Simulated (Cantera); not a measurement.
An adiabatic, constant-pressure homogeneous reactor starts with CH4 : O2 : N2 = 1 : 1.43 : 5.37 (molar parts), equivalence ratio 1.4, at 1250 K and 1.38 atm. Integrator tolerance rtol = 1e-08.

Cantera simulation using GRI-Mech 3.0 (53 species, 325 reactions); the numbers are that mechanism's predictions, not measurements.

Problem. What does this change do: pressure from 1.38 atm to 9.87 atm?

Solution. 
```csv
quantity,before,after
time of steepest temperature rise,20.7 ms,3.09 ms
temperature at 0.400 s,2629 K,2695 K
equilibrium temperature,2629 K,2695 K
x(CH4) at 0.400 s,<1e-12 (gas-phase equilibrium <1e-12),1.20e-11 (gas-phase equilibrium 1.37e-11)
x(O2) at 0.400 s,0.000779 (gas-phase equilibrium 0.000779),0.000209 (gas-phase equilibrium 0.000209)
x(CO) at 0.400 s,0.0807 (gas-phase equilibrium 0.0807),0.0807 (gas-phase equilibrium 0.0807)
x(C2H4) at 0.400 s,<1e-12 (gas-phase equilibrium <1e-12),<1e-12 (gas-phase equilibrium <1e-12)
x(H2) at 0.400 s,0.0567 (gas-phase equilibrium 0.0567),0.0560 (gas-phase equilibrium 0.0560)
x(CH3) at 0.400 s,<1e-12 (gas-phase equilibrium <1e-12),1.54e-11 (gas-phase equilibrium 1.75e-11)
```

Problem. What does this change do: initial temperature 1250 to 1700 K?

Solution. 
| quantity | before | after |
|---|---|---|
| time of steepest temperature rise | 20.7 ms | 0.177 ms |
| temperature at 0.400 s | 2629 K | 2842 K |
| equilibrium temperature | 2629 K | 2842 K |
| x(CH4) at 0.400 s | <1e-12 (gas-phase equilibrium <1e-12) | <1e-12 (gas-phase equilibrium <1e-12) |
| x(O2) at 0.400 s | 0.000779 (gas-phase equilibrium 0.000779) | 0.00325 (gas-phase equilibrium 0.00325) |
| x(CO) at 0.400 s | 0.0807 (gas-phase equilibrium 0.0807) | 0.0848 (gas-phase equilibrium 0.0848) |
| x(C2H4) at 0.400 s | <1e-12 (gas-phase equilibrium <1e-12) | <1e-12 (gas-phase equilibrium <1e-12) |
| x(H2) at 0.400 s | 0.0567 (gas-phase equilibrium 0.0567) | 0.0594 (gas-phase equilibrium 0.0594) |
| x(CH3) at 0.400 s | <1e-12 (gas-phase equilibrium <1e-12) | 1.07e-12 (gas-phase equilibrium 1.30e-12) |
